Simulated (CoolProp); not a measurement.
A Linde-Hampson liquefier for nitrogen: isothermal reversible compression at 290 K from 1 atm to 30 MPa, throttling to 1 atm, return gas leaving the recuperator 10 K below the feed. Each further row changes one setting.

Model: reference Helmholtz-energy equation of state, Span 2000, in CoolProp.

| case | liquid yield per pass | compression work (kJ/kg of gas) |
|---|---|---|
| as stated | (withheld) | 493 |
| high pressure 60 MPa | 0.067 | 570 |
| warm-end temperature 320 K | (withheld) | 547 |
| warm-end gap 15 K | (withheld) | 493 |

Problem. Complete the blanks.

Solution. 
- as stated, liquid yield per pass: 0.076
- warm-end temperature 320 K, liquid yield per pass: 0.050
- warm-end gap 15 K, liquid yield per pass: 0.064
